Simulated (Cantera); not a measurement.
Mixture: 6.22 % CH4, 19.7 % O2, 74.1 % N2, equivalence ratio 0.63, at 1.01 bar, adiabatic and at constant volume. Ignition delay is the time to a rise of 400 K.

Model: GRI-Mech 3.0 (53 species, 325 reactions), integrated in Cantera.

### Question
Predict: delay at 1073 K; delay at 1173 K; delay at 1273 K; delay at 1373 K; delay at 1473 K; apparent activation energy between 1373 and 1473 K.

### Answer
| Item | Result |
|---|---|
| delay at 1073 K | 0.243 s |
| delay at 1173 K | 50.8 ms |
| delay at 1273 K | 12.5 ms |
| delay at 1373 K | 3.61 ms |
| delay at 1473 K | 1.23 ms |
| apparent activation energy between 1373 and 1473 K | 180 kJ/mol |
